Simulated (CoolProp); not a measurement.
R245fa along the isobar 2.45 bar: density (kg/m³) from the reference equation and from simpler models built on Tc = 153.9 °C, pc = 36.51 bar, ω = 0.378; each cubic takes its own stable root.

The numbers come from the reference Helmholtz-energy equation of state, Akasaka 2015 in CoolProp.

```
T (°C)  phase  reference  ideal gas  van der Waals  Redlich-Kwong  Peng-Robinson
------  -----  ---------  ---------  -------------  -------------  -------------
56.85     gas      12.76      11.97          12.44          12.59          12.72
70.55     gas      12.13      11.49          11.90          12.02          12.12
84.35     gas      11.57      11.05          11.41          11.50          11.58
98.05     gas      11.07      10.64          10.95          11.03          11.09
111.85    gas      10.62      10.26          10.53          10.59          10.65
125.55    gas      10.21      9.907          10.15          10.20          10.24
139.35    gas      9.829      9.576          9.792          9.828          9.861
153.05    gas      9.484      9.268          9.460          9.489          9.515
166.85    gas      9.162      8.977          9.149          9.172          9.191
```
